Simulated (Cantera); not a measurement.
Charge: 1 mol Si, 1.8 mol HCl, 13 mol H2, at 950 K and 0.133 bar.

Method: chemical equilibrium by Gibbs-energy minimisation in Cantera with the NASA 1993 tables (ideal gas, pure condensed phases). Candidate condensed phases: Si; 19 gas species. The tables' values for SiCl3 are old estimates; treat these amounts as uncertain. Kinetics and transport are ignored.

Base state: H2 0.959, SiCl4 0.0207, SiHCl3 0.0107, HCl 0.00846, SiH2Cl2 0.000567, SiCl3 0.000266, SiCl2 0.000114 (mole fractions); condensed: Si(s).

Task: What changes in the equilibrium state with this change: temperature from 950 K to 500 K?

Result: 
```tsv
species	before	after
H2	0.959	0.965
SiCl4	0.0207	0.0211
SiHCl3	0.0107	0.0136
HCl	0.00846	2.39e-6
SiCl3	0.000266	1.63e-9
SiCl2	0.000114	<1e-9
SiH2Cl2	0.000567	0.000300
Si(s), mol	0.536	0.499
```

Task: What changes in the equilibrium state with this change: temperature from 950 K to 1425 K?

Result: 
```json
[
 {"species": "H2", "before": "0.959", "after": "0.905"},
 {"species": "HCl", "before": "0.00846", "after": "0.0732"},
 {"species": "SiCl2", "before": "0.000114", "after": "0.0179"},
 {"species": "SiCl4", "before": "0.0207", "after": "0.000952"},
 {"species": "SiHCl3", "before": "0.0107", "after": "0.000921"},
 {"species": "H", "before": "1.49e-9", "after": "1.78e-5"},
 {"species": "SiCl3", "before": "0.000266", "after": "0.00208"},
 {"species": "SiH2Cl2", "before": "0.000567", "after": "0.000136"},
 {"species": "Si(s), mol", "before": "0.536", "after": "0.676"}
]
```
